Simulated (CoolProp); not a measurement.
Aqueous ethylene glycol as a coolant, 6 % by mass, freezing at -1.9 °C, 1 atm.

Model: Melinder's fits for secondary coolants, in CoolProp.

| T (°C) | conductivity (W/(m K)) | viscosity (mPa s) | density (kg/m³) | cp (kJ/(kg K)) |
|---|---|---|---|---|
| -0.4 | 0.538 | 2.11 | 1008 | 4.105 |
| 4.8 | 0.547 | 1.78 | 1007 | 4.102 |
| 10 | 0.556 | 1.52 | 1007 | 4.101 |
| 15.2 | 0.564 | 1.31 | 1006 | 4.101 |
| 20.4 | 0.572 | 1.14 | 1005 | 4.101 |
| 25.7 | 0.580 | 1.00 | 1004 | 4.102 |
| 30.9 | 0.587 | 0.888 | 1003 | 4.103 |
| 36.1 | 0.594 | 0.794 | 1001 | 4.106 |
